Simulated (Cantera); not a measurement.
Cantera with NASA thermochemical tables; ideal gases at 1 bar, condensed phases pure. Values are per mole of reaction as written; species without (g) are pure solids or liquids, kept so even where they would boil at 1 bar.

AlCl(g) + 2 F(g) + 2 HCl(g) ⇌ 2 HF(g) + AlCl3, with ΔH° = -1173.4 kJ and ΔS° = -462.4 J/K at 300 K.

Q: How far is the shortcut ΔG° ≈ ΔH°(300 K) − T·ΔS°(300 K) from the full temperature-dependent value at 350, 375, 400, 425, 450, 475, 500, 525 K?

A: 
```tsv
T (K)	shortcut (kJ)	full (kJ)	difference (kJ)	difference in log10 K	condensed phases
350	-1011.6	-1011.6	0.0	-0.01	AlCl3(s)
375	-1000.0	-1000.1	0.1	-0.02	AlCl3(s)
400	-988.5	-988.7	0.2	-0.03	AlCl3(s)
425	-976.9	-977.2	0.3	-0.04	AlCl3(s)
450	-965.4	-965.8	0.5	-0.06	AlCl3(s)
475	-953.8	-955.2	1.4	-0.15	AlCl3(l)
500	-942.2	-945.8	3.5	-0.37	AlCl3(l)
525	-930.7	-936.4	5.7	-0.57	AlCl3(l)
```
The shortcut ignores heat capacities and the phase changes listed.
